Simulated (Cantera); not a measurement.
A perfectly stirred reactor is fed with H2 : O2 : N2 = 1 : 1.16 : 4.37 (molar parts), equivalence ratio 0.43, at 1.20 bar; it is adiabatic with a 675 K inlet, and is followed from long to short residence time, starting on the burning branch (τ in s: 0.21, 0.097, 0.045, 0.02, 0.0094, 0.0043, 0.002, 0.00091, 0.00042, 0.00019, 8.7e-05, 4e-05, 1.8e-05).

Detailed kinetics in Cantera: the H2/O2 subset of GRI-Mech 3.0, which has no nitrogen chemistry.

Q: What does this change do: inlet temperature 675 to 400 K?

A: 
```
quantity                                                                          before                               after
------------------------------------------------  --------------------------------------  ----------------------------------
blow-out, bracketed by the residence times tried  burning at 18.0 µs, the shortest tried  burning at 40.0 µs, out at 18.0 µs
x(H2) at τ = 0.210 s                                                             7.87e-5                             6.98e-5
x(O2) at τ = 0.210 s                                                               0.109                               0.109
x(OH) at τ = 0.210 s                                                             0.00117                            0.000597
x(H2O2) at τ = 0.210 s                                                           8.24e-8                             1.42e-7
x(HO2) at τ = 0.210 s                                                            1.38e-6                             1.89e-6
x(H2) at τ = 2.00 ms                                                             0.00150                             0.00150
x(O2) at τ = 2.00 ms                                                               0.108                               0.109
x(OH) at τ = 2.00 ms                                                             0.00462                             0.00258
x(H2O2) at τ = 2.00 ms                                                           4.76e-7                             1.08e-6
x(HO2) at τ = 2.00 ms                                                            1.37e-5                             2.67e-5
```

Q: What does this change do: pressure from 1.20 bar to 4.60 bar?

A: 
```json
[
 {"quantity": "blow-out, bracketed by the residence times tried", "before": "burning at 18.0 µs, the shortest tried", "after": "burning at 18.0 µs, the shortest tried"},
 {"quantity": "x(H2) at τ = 0.210 s", "before": "7.87e-5", "after": "2.60e-5"},
 {"quantity": "x(O2) at τ = 0.210 s", "before": "0.109", "after": "0.109"},
 {"quantity": "x(OH) at τ = 0.210 s", "before": "0.00117", "after": "0.000634"},
 {"quantity": "x(H2O2) at τ = 0.210 s", "before": "8.24e-8", "after": "1.27e-7"},
 {"quantity": "x(HO2) at τ = 0.210 s", "before": "1.38e-6", "after": "1.63e-6"},
 {"quantity": "x(H2) at τ = 2.00 ms", "before": "0.00150", "after": "0.000432"},
 {"quantity": "x(O2) at τ = 2.00 ms", "before": "0.108", "after": "0.109"},
 {"quantity": "x(OH) at τ = 2.00 ms", "before": "0.00462", "after": "0.00194"},
 {"quantity": "x(H2O2) at τ = 2.00 ms", "before": "4.76e-7", "after": "5.44e-7"},
 {"quantity": "x(HO2) at τ = 2.00 ms", "before": "1.37e-5", "after": "1.13e-5"}
]
```
The hydrogen kinetics of GRI-Mech 3.0 are dated; newer H2 mechanisms differ, most at raised pressure.
